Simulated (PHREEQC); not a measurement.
A made-up water analysis in mg/L, 25 °C, pH 2.02, pe 8.6:

| constituent | mg/L |
|---|---|
| Na | 197 |
| K | 0.964 |
| Ca | 263 |
| Mg | 90.4 |
| Cl | 26.4 |
| S(6) as SO4 | 5960 |
| Fe(3) | 6.08 |
| Li | 0.146 |
| B | 0.08 |
| Al | 194 |

Valence states are taken as typed.

Computed with PHREEQC (ion-association model, wateq4f.dat).

Precipitation was switched off in this run.

Problem. Order these Fe species by the share of Fe that they hold, largest first: FeHSO4+2, Fe(SO4)2-, FeOH+2, FeSO4+, Fe+3.

Solution. FeSO4+ (73 %), Fe(SO4)2- (20 %), FeHSO4+2 (3.9 %), Fe+3 (2.4 %), FeOH+2 (0.76 %)

The pH is 2.02 and the ionic strength 0.100 mol/kgw. Examples of supersaturated solids here: Hematite (slow to form), Goethite (slow to form). Others may be too.
